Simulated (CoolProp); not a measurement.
Model: reference Helmholtz-energy equation of state, Akasaka 2020, in CoolProp.

**Question.** Give the vapour pressure (kPa), liquid density (kg/m³), vapour density (kg/m³), enthalpy of vaporisation (kJ/kg) of saturated R1123 at 317.6 K.

**Answer.** 
```tsv
T (K)	p (kPa)	liquid density (kg/m³)	vapour density (kg/m³)	enthalpy of vaporisation (kJ/kg)
317.6	3340	858	187	98.9
```
